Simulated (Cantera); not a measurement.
Premixed flame

A freely propagating, adiabatic, planar premixed flame of CH3OH : O2 : N2 = 1 : 1 : 3.76 (molar parts), equivalence ratio 1.5, unburnt at 425 K and 1.88 atm; mixture-averaged transport, grid criteria slope 0.08 and curve 0.16, no radiation.

Computed with Cantera and GRI-Mech 3.0 (53 species, 325 reactions). GRI-Mech 3.0 was tuned for natural gas; its chemistry of methanol as a main component is partial and can be far from experiment. Burning velocities carry a grid error of a few per cent, more on coarse grids.

```
z (mm)   T (K)  u (m/s)   x CH3OH      x O2    x HCN      x CO    x CH2     x H2
-------  -----  -------  --------  --------  -------  --------  -------  -------
-0.471     425    0.689     0.173     0.173    <1e-8   1.59e-5    <1e-8  0.00469
-0.314     429    0.700     0.171     0.171    <1e-8  0.000191    <1e-8   0.0126
-0.236     445    0.733     0.169     0.168    <1e-8  0.000907    <1e-8   0.0217
-0.157     543    0.916     0.160     0.158  1.74e-8   0.00610    <1e-8   0.0381
-0.0785    945     1.68     0.115     0.120  1.37e-7    0.0336    <1e-8   0.0607
-0.0393   1308     2.42    0.0635    0.0826  3.00e-7    0.0652  1.53e-7   0.0723
0         1669     3.21   0.00979    0.0438  5.72e-7     0.103  1.23e-5   0.0783
0.0393    1805     3.50  0.000143    0.0214  8.05e-7     0.108  6.64e-6   0.0693
0.0785    1853     3.58   8.06e-7   0.00948  7.62e-7    0.0999  1.42e-6   0.0623
0.157     1901     3.65   1.65e-8   0.00222  5.11e-7    0.0896  8.59e-8   0.0607
0.314     1945     3.72     <1e-8  0.000644  2.38e-7    0.0835    <1e-8   0.0633
0.628     1986     3.78     <1e-8  0.000293  8.68e-8    0.0826    <1e-8   0.0646
1.26      2017     3.84     <1e-8  0.000112  2.91e-8    0.0834    <1e-8   0.0650
```
x: mole fraction of selected species; z is measured from the peak of heat release.

```
Property                      Value
------------------------  ---------
laminar burning velocity  68.5 cm/s
thermal thickness          0.157 mm
peak x(HCN)                 8.13e-7
peak x(CO)                    0.110
peak x(CH2)                 1.47e-5
peak x(H2)                   0.0785
```
